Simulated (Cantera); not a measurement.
A jet of CH₄ : O₂ : N₂ = 0.038 : 0.076 : 0.79 (molar parts), equivalence ratio 1.0 at 300 K and 0.0530 bar hits a platinum plate 9.8 cm away at a mass flux of 0.2 kg/m²/s; the plate temperature is set and raised in steps from an oxygen-covered start.

Cantera simulation using Deutschmann's 1995 Pt surface mechanism with GRI-Mech 3.0 gas chemistry; the numbers are that mechanism's predictions, not measurements. Catalytic surfaces can have several steady states; this one follows from the mechanism file's or the stated starting coverage.

x: mole fraction at the wall; θ: surface coverage.

| plate T (K) | wall x CH₄ | wall x O₂ | wall x H₂O | wall x OH | wall x CO | wall x CO₂ | θ free Pt | θ O* | θ OH* |
|---|---|---|---|---|---|---|---|---|---|
| 850 | 0.0345 | 0.0680 | 0.0141 | <1e-8 | 1.08e-5 | 0.00928 | 0.191 | 0.808 | 0.000902 |
| 900 | 0.0283 | 0.0548 | 0.0257 | (withheld) | 1.30e-5 | 0.0169 | 0.274 | 0.725 | 0.00110 |
| 950 | 0.0218 | 0.0410 | 0.0377 | (withheld) | 1.46e-5 | 0.0249 | 0.368 | 0.631 | 0.00117 |
| 1000 | 0.0164 | 0.0296 | 0.0476 | (withheld) | 1.60e-5 | 0.0315 | 0.467 | 0.532 | 0.00113 |
| 1050 | 0.0125 | 0.0213 | 0.0547 | (withheld) | 1.78e-5 | 0.0363 | 0.566 | 0.433 | 0.00102 |

Fill in the missing entries.


- 900, wall x OH: 3.52e-8
- 950, wall x OH: 1.11e-7
- 1000, wall x OH: 2.98e-7
- 1050, wall x OH: 6.92e-7
